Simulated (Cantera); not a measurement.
A diamond (100) surface in a fixed gas of H2 with x(CH4) = 0.0042, x(H) = 0.0019, x(CH3) = 2e-05, at 1148 K; coverages are run to steady state.

Model: the Harris–Goodwin 1993 mechanism for the reconstructed diamond (100) surface, integrated in Cantera.

θ: site fractions in the mechanism's names (c6HH fully hydrogenated, c6H* and c6*H radical sites, c6** diradical, c6HM methylated).

```
P (Pa)  growth (µm/h)  θ c6HH  θ c6H*  θ c6*H  θ c6**  θ c6HM
------  -------------  ------  ------  ------  ------  ------
490           0.00740   0.483  0.0325   0.463  0.0212       ?
850            0.0164   0.483  0.0325   0.463  0.0212       ?
1500           0.0397   0.483  0.0325   0.463  0.0212       ?
2600           0.0964   0.483  0.0325   0.462  0.0212       ?
4500            0.235   0.483  0.0325   0.462  0.0212       ?
7800            0.561   0.483  0.0325   0.462  0.0212       ?
14000            1.34   0.482  0.0325   0.461  0.0212       ?
24000            2.82   0.482  0.0325   0.461  0.0212       ?
```

### Question
Complete the blanks.

### Answer

- 490, θ c6HM: 0.000113
- 850, θ c6HM: 0.000190
- 1500, θ c6HM: 0.000321
- 2600, θ c6HM: 0.000518
- 4500, θ c6HM: 0.000798
- 7800, θ c6HM: 0.00116
- 14000, θ c6HM: 0.00161
- 24000, θ c6HM: 0.00201
